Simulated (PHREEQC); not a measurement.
Consider water at 25 °C with 2.6 mmol/kgw CaCl2, 6 mmol/kgw CO2 and 0.15 mmol/kgw NaCl. Closed to the air; pH follows from the charge balance.

The numbers come from PHREEQC with the ion-association model, phreeqc.dat.

Precipitation was switched off in this run.

Question: What pH, specific conductance does the model give?

Answer: pH 4.28; specific conductance 682 µS/cm.
